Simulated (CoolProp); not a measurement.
Properties of R245fa along the isotherm 440 K.

The numbers come from the reference Helmholtz-energy equation of state, Akasaka 2015 in CoolProp.

| p (MPa) | phase | density (kg/m³) | expansivity (1/kK) |
|---|---|---|---|
| 0.0289 | gas | 1.061 | 2.293 |
| 0.0513 | gas | 1.888 | 2.308 |
| 0.0913 | gas | 3.371 | 2.337 |
| 0.162 | gas | 6.016 | 2.388 |
| 0.289 | gas | 10.85 | 2.485 |
| 0.513 | gas | 19.64 | 2.673 |
| 0.913 | gas | 36.31 | 3.071 |
| 1.62 | gas | 69.61 | 4.064 |
| 2.89 | gas | 151.1 | 8.154 |
| 5.13 | supercritical | 703.3 | 23.45 |
| 9.13 | supercritical | 901.2 | 5.462 |
